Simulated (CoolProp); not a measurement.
R13 along the isobar 6620 kPa: fugacity coefficient from the reference equation and from simpler models built on Tc = 29.9 °C, pc = 3973 kPa, ω = 0.175; each cubic takes its own stable root.

Values from CoolProp's reference Helmholtz-energy equation of state, Platzer 1990. This equation is an older, rougher fit; its heat capacities, sound speeds and derivatives of the liquid may be far off and weren't checked against measurements.

| T (°C) | phase | reference |
|---|---|---|
| -119.65 | liquid | 0.001504 |
| -110.25 | liquid | 0.003229 |
| -100.95 | liquid | 0.006238 |
| -91.55 | liquid | 0.01118 |
| -82.15 | liquid | 0.01871 |
| -72.75 | liquid | 0.02951 |
| -63.35 | liquid | 0.04424 |
| -53.95 | liquid | 0.06350 |
| -44.55 | liquid | 0.08771 |
| -35.25 | liquid | 0.1168 |
| -25.85 | liquid | 0.1516 |

### Question
How far does each simpler model (van der Waals, Redlich-Kwong, Peng-Robinson) lie from the reference over these 11 states: mean and median of the absolute difference, and the worst?

### Answer
- van der Waals: mean 512.6 %, median 291.7 %, worst +1789.0 % at -119.65 °C and 6620 kPa
- Redlich-Kwong: mean 34.4 %, median 34.7 %, worst +49.9 % at -119.65 °C and 6620 kPa
- Peng-Robinson: mean 2.4 %, median 2.6 %, worst -3.0 % at -72.75 °C and 6620 kPa
